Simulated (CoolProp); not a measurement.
Vapour-liquid equilibrium of acetone (1) + p-xylene (2) at 0.0404 MPa; x and y are mole fractions of (1).

Values from CoolProp's multi-fluid Helmholtz-energy mixture model, Lemmon 2006 and Zhou 2012; pair parameters Bell 2016.

```json
[
 {"x": "0.05", "bubble temperature (K)": "(withheld)", "y at the bubble point": "0.546", "dew temperature at overall composition x (K)": "378.6", "liquid density (mol/L)": "7.719"},
 {"x": "0.15", "bubble temperature (K)": "337.1", "y at the bubble point": "0.820", "dew temperature at overall composition x (K)": "(withheld)", "liquid density (mol/L)": "(withheld)"},
 {"x": "0.25", "bubble temperature (K)": "(withheld)", "y at the bubble point": "0.893", "dew temperature at overall composition x (K)": "371.7", "liquid density (mol/L)": "8.704"},
 {"x": "0.35", "bubble temperature (K)": "321.7", "y at the bubble point": "0.924", "dew temperature at overall composition x (K)": "367.7", "liquid density (mol/L)": "9.169"},
 {"x": "0.45", "bubble temperature (K)": "(withheld)", "y at the bubble point": "0.943", "dew temperature at overall composition x (K)": "363.2", "liquid density (mol/L)": "9.659"},
 {"x": "0.55", "bubble temperature (K)": "314.9", "y at the bubble point": "0.956", "dew temperature at overall composition x (K)": "358.0", "liquid density (mol/L)": "10.19"},
 {"x": "0.65", "bubble temperature (K)": "(withheld)", "y at the bubble point": "0.966", "dew temperature at overall composition x (K)": "351.8", "liquid density (mol/L)": "10.77"},
 {"x": "0.75", "bubble temperature (K)": "310.2", "y at the bubble point": "(withheld)", "dew temperature at overall composition x (K)": "344.0", "liquid density (mol/L)": "11.41"},
 {"x": "0.85", "bubble temperature (K)": "308.0", "y at the bubble point": "0.985", "dew temperature at overall composition x (K)": "333.4", "liquid density (mol/L)": "12.13"},
 {"x": "0.95", "bubble temperature (K)": "305.8", "y at the bubble point": "0.995", "dew temperature at overall composition x (K)": "316.2", "liquid density (mol/L)": "12.94"}
]
```

**Question.** Fill in the missing entries.

**Answer.** 
- 0.05, bubble temperature (K): 358.2
- 0.15, dew temperature at overall composition x (K): 375.3
- 0.15, liquid density (mol/L): 8.241
- 0.25, bubble temperature (K): 327.3
- 0.45, bubble temperature (K): 317.8
- 0.65, bubble temperature (K): 312.5
- 0.75, y at the bubble point: 0.976

No azeotrope shows between x = 0.05 and 0.95.

The pair parameters rest on a limited set of measurements; away from them the model extrapolates.
